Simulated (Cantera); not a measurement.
**Transport properties of process gases**

Gas mixture: N₂ : N₂O : NO = 0.21 : 0.18 : 0.88 (molar parts), at 1.95 Torr, frozen composition.

Cantera's kinetic-theory transport with the Lennard-Jones parameters of GRI-Mech 3.0, ideal gas; thermal conductivity in the multicomponent form. The composition is frozen, though it would react at the higher temperatures.

| T (K) | ρ (kg/m³) | cp (J/kg/K) | μ (µPa s) | λ (mW/m/K) | Pr | D (cm²/s) CO₂ | D (cm²/s) H | D (cm²/s) C₂H₂ |
|---|---|---|---|---|---|---|---|---|
| 400 | 0.00248 | 1000 | 22.4 | 31.4 | 0.712 | 97.1 | 767 | 103 |
| 550 | 0.00180 | 1042 | 28.1 | 41.1 | 0.713 | 171 | 1340 | 181 |
| 700 | 0.00141 | 1088 | 33.3 | 50.7 | 0.714 | 261 | 2020 | 275 |
| 850 | 0.00116 | 1129 | 37.9 | 59.9 | 0.715 | 364 | 2800 | 384 |
| 1000 | 0.000990 | 1162 | 42.3 | 68.8 | 0.715 | 479 | 3690 | 505 |
| 1150 | 0.000861 | 1185 | 46.4 | 76.9 | 0.715 | 607 | 4660 | 639 |
| 1300 | 0.000762 | 1205 | 50.3 | 84.8 | 0.714 | 746 | 5720 | 785 |
D: mixture-averaged diffusion coefficient of that species in the mixture.
